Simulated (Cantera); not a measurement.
An adiabatic, constant-pressure homogeneous reactor starts with H2 : O2 : N2 = 1 : 0.735 : 2.76 (molar parts), at 1350 K and 6080 Torr. Integrator tolerance rtol = 1e-08.

Cantera simulation using GRI-Mech 3.0 (53 species, 325 reactions); the numbers are that mechanism's predictions, not measurements. The hydrogen kinetics of GRI-Mech 3.0 are dated; newer H2 mechanisms differ, most at raised pressure.

Q: What does this change do: N2 2.76 to 4.4 parts?

A: 
```csv
quantity,before,after
time of steepest temperature rise,3.69 µs,5.08 µs
temperature at 0.100 s,2732 K,2441 K
equilibrium temperature,2732 K,2441 K
x(H2) at 0.100 s,0.00620 (gas-phase equilibrium 0.00620),0.00142 (gas-phase equilibrium 0.00142)
x(O2) at 0.100 s,0.0483 (gas-phase equilibrium 0.0483),0.0362 (gas-phase equilibrium 0.0362)
x(NO) at 0.100 s,0.0149 (gas-phase equilibrium 0.0149),0.00854 (gas-phase equilibrium 0.00854)
x(HO2) at 0.100 s,2.12e-5 (gas-phase equilibrium 2.12e-5),7.24e-6 (gas-phase equilibrium 7.24e-6)
x(O) at 0.100 s,0.00320 (gas-phase equilibrium 0.00320),0.000723 (gas-phase equilibrium 0.000723)
x(NO2) at 0.100 s,1.45e-5 (gas-phase equilibrium 1.45e-5),9.54e-6 (gas-phase equilibrium 9.54e-6)
```
